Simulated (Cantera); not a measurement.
A closed system holds: 1 mol CH₃OH, 0.047 mol H₂O, 0.028 mol CO₂, at 1548.15 K and 13300 Pa.

These are equilibrium values from Cantera (NASA tables, ideal gas, pure condensed phases), not measurements of a reactor. Candidate condensed phases: C, C₆H₆, C₇H₈, C₈H₁₈, H₂O; 110 gas species. Rates play no part.

Base state: H₂ 0.645, CO 0.331, H₂O 0.0206, CO₂ 0.00379, H 6.78e-5 (mole fractions); condensed: gas only.

Q: What changes in the equilibrium state with this change: temperature from 1548.15 K to 1925 K?

A: 
| species | before | after |
|---|---|---|
| H₂ | 0.645 | 0.642 |
| CO | 0.331 | 0.331 |
| H₂O | 0.0206 | 0.0218 |
| H | 6.78e-5 | 0.00210 |
| CO₂ | 0.00379 | 0.00261 |

Q: What changes in the equilibrium state with this change: CH₃OH replaced by C₂H₅OH?

A: 
```
species            before     after
----------------  -------  --------
H₂                  0.645     0.734
CO                  0.331     0.266
CH₄               1.92e-7  0.000147
H₂O                0.0206   3.19e-5
C₂H₂ (acetylene)    <1e-9   1.15e-5
CO₂               0.00379   4.14e-6
H                 6.78e-5   7.24e-5
C(graphite), mol        0     0.924
```
